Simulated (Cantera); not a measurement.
Hydrocarbon pyrolysis for carbon deposition

A perfectly stirred reactor is fed with 2.50 % C2H4, 97.5 % H2, at 100.0 Torr; it is held at 1850 K, and followed from long to short residence time.

Model: GRI-Mech 3.0 (53 species, 325 reactions), integrated in Cantera. GRI-Mech 3.0 was tuned for natural gas; its chemistry of ethylene as a main component is partial and can be far from experiment. GRI-Mech 3.0 stops at C3 and has no aromatics, soot or wall deposition, so with more carbon than oxygen in the feed, carbon stays in small species such as C2H2 where larger ones or solid carbon would form.

```tsv
τ (s)	x C2H4	x H2	x CH4	x C2H6	x CH2
0.54	6.28e-5	0.974	0.000349	3.66e-9	1.65e-8
0.31	7.21e-5	0.974	0.000236	3.61e-9	1.01e-8
0.19	8.74e-5	0.974	0.000162	4.05e-9	5.96e-9
0.11	0.000122	0.975	0.000108	5.28e-9	3.11e-9
0.064	0.000197	0.975	7.50e-5	7.79e-9	1.66e-9
0.038	0.000359	0.975	5.58e-5	1.23e-8	1.12e-9
0.022	0.000729	0.975	4.29e-5	2.02e-8	1.08e-9
0.013	0.00144	0.975	3.40e-5	3.16e-8	1.32e-9
0.0077	0.00271	0.975	2.69e-5	4.68e-8	1.74e-9
0.0045	0.00480	0.975	2.06e-5	6.58e-8	2.28e-9
0.0027	0.00763	0.975	1.52e-5	8.47e-8	2.81e-9
```
x: mole fraction; the columns are a selection and need not sum to one.
